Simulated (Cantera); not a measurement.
An isothermal, constant-pressure homogeneous reactor starts with C2H4 : H2 = 1 : 6.8 (molar parts), at 1550 K and 0.735 Torr. Integrator tolerance rtol = 1e-08.

Detailed kinetics in Cantera: GRI-Mech 3.0 (53 species, 325 reactions). GRI-Mech 3.0 was tuned for natural gas; its chemistry of ethylene as a main component is partial and can be far from experiment. GRI-Mech 3.0 stops at C3 and has no aromatics, soot or wall deposition, so with more carbon than oxygen in the feed, carbon stays in small species such as C2H2 where larger ones or solid carbon would form. Radical loss at walls, strong at low pressure, is not modelled.

Task: What does this change do: 0.21 parts H2O added?

Result: 
| quantity | before | after |
|---|---|---|
| x(C2H4) at 50.0 s | 1.73e-5 (gas-phase equilibrium 1.71e-5) | 1.67e-5 (gas-phase equilibrium 1.45e-5) |
| x(H2) at 50.0 s | 0.886 (gas-phase equilibrium 0.885) | 0.865 (gas-phase equilibrium 0.879) |
| x(CH2) at 50.0 s | 1.38e-10 (gas-phase equilibrium 2.86e-9) | 4.31e-8 (gas-phase equilibrium 2.64e-9) |
| x(C2H2) at 50.0 s | 0.114 (gas-phase equilibrium 0.114) | 0.109 (gas-phase equilibrium 0.0970) |
| x(CH3) at 50.0 s | 1.48e-7 (gas-phase equilibrium 3.02e-6) | 4.40e-5 (gas-phase equilibrium 2.77e-6) |
| x(H) at 50.0 s | 0.000903 (gas-phase equilibrium 0.000953) | 0.000899 (gas-phase equilibrium 0.000950) |

Task: What does this change do: C2H4 1 to 0.76 parts?

Result: 
```
quantity                                              before                                      after
-----------------  -----------------------------------------  -----------------------------------------
x(C2H4) at 50.0 s    1.73e-5 (gas-phase equilibrium 1.71e-5)    1.43e-5 (gas-phase equilibrium 1.41e-5)
x(H2) at 50.0 s          0.886 (gas-phase equilibrium 0.885)        0.908 (gas-phase equilibrium 0.908)
x(CH2) at 50.0 s    1.38e-10 (gas-phase equilibrium 2.86e-9)   9.76e-11 (gas-phase equilibrium 2.60e-9)
x(C2H2) at 50.0 s        0.114 (gas-phase equilibrium 0.114)      0.0913 (gas-phase equilibrium 0.0912)
x(CH3) at 50.0 s     1.48e-7 (gas-phase equilibrium 3.02e-6)    1.11e-7 (gas-phase equilibrium 2.77e-6)
x(H) at 50.0 s     0.000903 (gas-phase equilibrium 0.000953)  0.000872 (gas-phase equilibrium 0.000965)
```
